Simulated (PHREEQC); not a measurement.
1 kg of water holding 0.0056 mol NaCl, 0.02 mol Na2CO3, 0.081 mol Na2SO4 and 0.021 mol NaOH is evaporated at 20 °C; the solids stay in contact with the brine. CO2 is held at log p = -3.4 (atm). Only these solids could form: Burkeite, Halite, Mirabilite, Nahcolite, Natron, Thenardite, Trona.

The series has 21 steps of water left (kg), from 0.9999 to 0.006026.

Equilibrium calculation in PHREEQC: Pitzer model, pitzer.dat.

**Question.** Which solids form, in which order, and at which step of the series does each first stand?

**Answer.** Mirabilite from water left = 0.06415 kg (pH 9.84); Trona from water left = 0.012 kg (pH 10.03).
